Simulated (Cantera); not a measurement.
# Hydrocarbon pyrolysis for carbon deposition

An isothermal, constant-pressure homogeneous reactor starts with C₂H₆ : N₂ = 1 : 21 (molar parts), at 1350 K and 760 Torr.

Computed with Cantera and GRI-Mech 3.0 (53 species, 325 reactions). GRI-Mech 3.0 stops at C3 and has no aromatics, soot or wall deposition, so with more carbon than oxygen in the feed, carbon stays in small species such as C2H2 where larger ones or solid carbon would form.

| t (s) | x C₂H₆ | x H | x C₂H₄ | x C₂H₂ | x CH₃ |
|---|---|---|---|---|---|
| 0.000900 | 0.0284 | 9.38e-6 | 0.0140 | 0.000622 | 0.000155 |
| 0.00188 | 0.0154 | 1.08e-5 | 0.0235 | 0.00245 | 0.000112 |
| 0.00393 | 0.00419 | 1.02e-5 | 0.0283 | 0.00716 | 5.38e-5 |
| 0.00822 | 0.000666 | 5.51e-6 | 0.0251 | 0.0132 | 1.99e-5 |
| 0.0172 | 0.000118 | 2.58e-6 | 0.0205 | 0.0180 | 8.25e-6 |
| 0.0359 | 3.38e-5 | 1.48e-6 | 0.0166 | 0.0218 | 4.42e-6 |
| 0.0751 | 1.89e-5 | 1.19e-6 | 0.0124 | 0.0259 | 3.36e-6 |
| 0.157 | 1.24e-5 | 1.06e-6 | 0.00792 | 0.0301 | 2.83e-6 |
| 0.328 | 7.54e-6 | 9.08e-7 | 0.00476 | 0.0331 | 2.35e-6 |
| 0.686 | 5.75e-6 | 8.32e-7 | 0.00362 | 0.0342 | 2.15e-6 |
| 1.44 | 5.55e-6 | 8.14e-7 | 0.00348 | 0.0342 | 2.15e-6 |
| 3.00 | 5.53e-6 | 7.95e-7 | 0.00345 | 0.0341 | 2.18e-6 |
x: mole fraction; the columns are a selection and need not sum to one.

Equilibrium at this temperature and pressure: C₂H₆ 2.80e-6, H 6.19e-7, C₂H₄ 0.00133, C₂H₂ 0.0130, CH₃ 1.89e-6 (gas phase only).
